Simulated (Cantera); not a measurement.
Input: 1 mol CO, 0.87 mol CO₂, 3.4 mol N₂, held at 775 K and 0.100 bar.

These are equilibrium values from Cantera (NASA tables, ideal gas, pure condensed phases), not measurements of a reactor. Candidate condensed phases: C; 24 gas species. Equilibrium is a limit: real reactors are often held back by kinetics, nucleation or transport.

Base state: N₂ 0.677, CO₂ 0.223, CO 0.0990 (mole fractions); condensed: C(graphite).

Task: What changes in the equilibrium state with this change: temperature from 775 K to 923.15 K?

Result: 
```
species           before  after
----------------  ------  -----
N₂                 0.677  0.645
CO                0.0990  0.190
CO₂                0.223  0.165
C(graphite), mol   0.252      0
```

Task: What changes in the equilibrium state with this change: temperature from 775 K to 2700 K?

Result: 
```
species           before    after
----------------  ------  -------
N₂                 0.677    0.618
CO                0.0990    0.240
CO₂                0.223    0.102
O₂                 <1e-9   0.0172
O                  <1e-9   0.0150
NO                 <1e-9  0.00807
C(graphite), mol   0.252        0
```

Task: What changes in the equilibrium state with this change: temperature from 775 K to 2648 K?

Result: 
```tsv
species	before	after
N₂	0.677	0.623
CO	0.0990	0.231
CO₂	0.223	0.114
O₂	<1e-9	0.0144
O	<1e-9	0.0110
NO	<1e-9	0.00685
C(graphite), mol	0.252	0
```
